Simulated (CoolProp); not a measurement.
Vapour pressure (bar) of cyclopropane: the reference equation beside estimates from Tc = 398.7 K, pc = 56.05 bar, ω = 0.131.

The numbers come from the reference Helmholtz-energy equation of state, Polt 1992 in CoolProp. This equation is an older, rougher fit; its heat capacities, sound speeds and derivatives of the liquid may be far off and weren't checked against measurements.

```json
[
 {"T (K)": "295.3", "reference": "6.704", "Lee-Kesler": "6.690", "van der Waals": "14.90", "Redlich-Kwong": "7.757", "Soave-Redlich-Kwong": "6.701"},
 {"T (K)": "300.9", "reference": "7.799", "Lee-Kesler": "7.787", "van der Waals": "16.32", "Redlich-Kwong": "8.971", "Soave-Redlich-Kwong": "7.808"},
 {"T (K)": "306.6", "reference": "9.041", "Lee-Kesler": "9.033", "van der Waals": "17.85", "Redlich-Kwong": "10.34", "Soave-Redlich-Kwong": "9.067"},
 {"T (K)": "312.2", "reference": "10.40", "Lee-Kesler": "10.39", "van der Waals": "19.45", "Redlich-Kwong": "11.82", "Soave-Redlich-Kwong": "10.44"},
 {"T (K)": "317.9", "reference": "11.93", "Lee-Kesler": "11.92", "van der Waals": "21.16", "Redlich-Kwong": "13.46", "Soave-Redlich-Kwong": "12.00"},
 {"T (K)": "323.5", "reference": "13.58", "Lee-Kesler": "13.58", "van der Waals": "22.93", "Redlich-Kwong": "15.23", "Soave-Redlich-Kwong": "13.68"},
 {"T (K)": "329.2", "reference": "15.43", "Lee-Kesler": "15.43", "van der Waals": "24.83", "Redlich-Kwong": "17.19", "Soave-Redlich-Kwong": "15.57"},
 {"T (K)": "334.8", "reference": "17.43", "Lee-Kesler": "17.42", "van der Waals": "26.79", "Redlich-Kwong": "19.27", "Soave-Redlich-Kwong": "17.59"},
 {"T (K)": "340.5", "reference": "19.64", "Lee-Kesler": "19.62", "van der Waals": "28.88", "Redlich-Kwong": "21.56", "Soave-Redlich-Kwong": "19.84"},
 {"T (K)": "346.1", "reference": "22.01", "Lee-Kesler": "21.99", "van der Waals": "31.03", "Redlich-Kwong": "23.98", "Soave-Redlich-Kwong": "22.25"},
 {"T (K)": "351.8", "reference": "24.63", "Lee-Kesler": "24.60", "van der Waals": "33.31", "Redlich-Kwong": "26.63", "Soave-Redlich-Kwong": "24.91"},
 {"T (K)": "357.4", "reference": "27.42", "Lee-Kesler": "27.38", "van der Waals": "35.65", "Redlich-Kwong": "29.41", "Soave-Redlich-Kwong": "27.74"},
 {"T (K)": "363", "reference": "30.44", "Lee-Kesler": "30.38", "van der Waals": "38.10", "Redlich-Kwong": "32.38", "Soave-Redlich-Kwong": "30.79"}
]
```

Absolute difference from the reference over all 13 rows, mean and median: Lee-Kesler 0.1 and 0.1 %, van der Waals 65.8 and 60.9 %, Redlich-Kwong 11.2 and 11.4 %, Soave-Redlich-Kwong 0.7 and 0.9 %.
